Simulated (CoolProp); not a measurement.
Vapour-liquid equilibrium of ethane (1) + C3F8 (R218) (2) at 237.5 K; x and y are mole fractions of (1).

The numbers come from the multi-fluid Helmholtz-energy mixture model, Bücker 2006 and Lemmon 2006; pair parameters Bell 2016 in CoolProp.

Give the bubble pressure and the first vapour's composition at x = 0.05, 0.55, 0.95. Is there an azeotrope?

x = 0.05: 188.2 kPa, y = 0.443; x = 0.55: 689.4 kPa, y = 0.886; x = 0.95: 868.1 kPa, y = 0.977. No azeotrope shows between x = 0.05 and 0.95.

The pair parameters rest on a limited set of measurements; away from them the model extrapolates. With so large a gap from Raoult's law the liquid may split in two, which this calculation doesn't test in full.
